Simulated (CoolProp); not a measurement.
Vapour-liquid equilibrium of carbon dioxide (1) + carbonyl sulfide (2) at 1.22 MPa; x and y are mole fractions of (1).

Values from CoolProp's multi-fluid Helmholtz-energy mixture model, Span 1996 and Lemmon 2006; pair parameters Bell 2016.

Task: Give the bubble temperature and the first vapour's composition at x = 0.125, 0.2, 0.575. Is there an azeotrope?

Result: x = 0.125: 274.4 K, y = 0.467; x = 0.2: 266.4 K, y = 0.601; x = 0.575: 248.1 K, y = 0.851. No azeotrope shows between x = 0.05 and 0.95.

The pair parameters rest on a limited set of measurements; away from them the model extrapolates.
